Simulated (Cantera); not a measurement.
Source: NASA polynomial tables (part measured, part estimated), evaluated in Cantera. Values are per mole of reaction as written; species without (g) are pure solids or liquids, kept so even where they would boil at 1 bar.

**Question.** Between 300 and 675 K, where is each reaction favourable under standard conditions?
- 3 P₄O₁₀ ⇌ 6 P₂(g) + 10 O₃(g)

**Answer.** 
- 3 P₄O₁₀ ⇌ 6 P₂(g) + 10 O₃(g): ΔG° is 10406 kJ at 300 K and 9301 kJ at 675 K; it stays positive (K < 1). ΔH° is 11233 kJ and ΔS° 2862 J/K at 675 K.
